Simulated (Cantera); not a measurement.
**Adiabatic ignition**

An adiabatic, constant-pressure homogeneous reactor starts with CH4 : O2 : N2 = 1 : 1.33 : 5.01 (molar parts), equivalence ratio 1.5, at 1773 K and 16.0 bar.

Model: GRI-Mech 3.0 (53 species, 325 reactions), integrated in Cantera. The pressure lies above the range GRI-Mech 3.0 was tuned for (to about 10 atm). Above 3000 K some thermodynamic fits are extrapolated.

| t (s) | T (K) | x CH4 | x O2 | x C2H4 | x NO | x N2O | x H2O |
|---|---|---|---|---|---|---|---|
| 6.00e-6 | 1781 | 0.132 | 0.179 | 0.000191 | 6.75e-11 | 1.59e-8 | 0.00234 |
| 1.65e-5 | 2943 | 7.66e-11 | 0.00162 | <1e-12 | 0.000274 | 3.54e-7 | 0.159 |
| 4.52e-5 | 3016 | 3.19e-11 | 0.000718 | <1e-12 | 0.00117 | 4.15e-7 | 0.164 |
| 0.000124 | 3010 | 3.35e-11 | 0.000677 | <1e-12 | 0.00219 | 4.68e-7 | 0.164 |
| 0.000341 | 3009 | 3.38e-11 | 0.000669 | <1e-12 | 0.00242 | 4.84e-7 | 0.163 |
| 0.000935 | 3009 | 3.38e-11 | 0.000669 | <1e-12 | 0.00242 | 4.85e-7 | 0.163 |
| 0.00257 | 3009 | 3.38e-11 | 0.000669 | <1e-12 | 0.00242 | 4.85e-7 | 0.163 |
| 0.00705 | 3009 | 3.38e-11 | 0.000669 | <1e-12 | 0.00242 | 4.85e-7 | 0.163 |
| 0.0193 | 3009 | 3.38e-11 | 0.000669 | <1e-12 | 0.00242 | 4.85e-7 | 0.163 |
| 0.0531 | 3009 | 3.38e-11 | 0.000669 | <1e-12 | 0.00242 | 4.85e-7 | 0.163 |
| 0.146 | 3009 | 3.38e-11 | 0.000669 | <1e-12 | 0.00242 | 4.85e-7 | 0.163 |
| 0.400 | 3009 | 3.38e-11 | 0.000669 | <1e-12 | 0.00242 | 4.85e-7 | 0.163 |
x: mole fraction; the columns are a selection and need not sum to one.

```json
{
 "time_of_steepest_temperature_rise": "15.3 µs",
 "temperature at 0.400 s": "3009 K",
 "equilibrium_temperature": "3009 K",
 "x(CH4) at 0.400 s": "3.38e-11 (gas-phase equilibrium 3.88e-11)",
 "x(O2) at 0.400 s": "0.000669 (gas-phase equilibrium 0.000669)",
 "x(C2H4) at 0.400 s": "<1e-12 (gas-phase equilibrium <1e-12)"
}
```
